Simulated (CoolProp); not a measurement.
Fluorine along the isobar 18.8 MPa: Z from the reference equation and from simpler models built on Tc = -128.7 °C, pc = 5.240 MPa, ω = 0.045; each cubic takes its own stable root.

Computed with CoolProp (reference Helmholtz-energy equation of state, de Reuck 1990).

```
T (°C)           phase  reference
-------  -------------  ---------
-174.75         liquid     0.5964
-154.65         liquid     0.5457
-134.45         liquid     0.5275
-114.35  supercritical     0.5460
-94.15   supercritical     0.6168
-73.95   supercritical     0.7214
-53.85   supercritical     0.8102
-33.65   supercritical     0.8759
-13.45   supercritical     0.9227
6.65     supercritical     0.9557
26.85    supercritical     0.9794
```

How far does each simpler model (van der Waals, Redlich-Kwong, Peng-Robinson) lie from the reference over these 11 states: mean and median of the absolute difference, and the worst?


- van der Waals: mean 15.6 %, median 6.4 %, worst +39.9 % at -174.75 °C and 18.8 MPa
- Redlich-Kwong: mean 1.7 %, median 1.6 %, worst +4.1 % at -114.35 °C and 18.8 MPa
- Peng-Robinson: mean 4.8 %, median 2.5 %, worst -11.8 % at -174.75 °C and 18.8 MPa
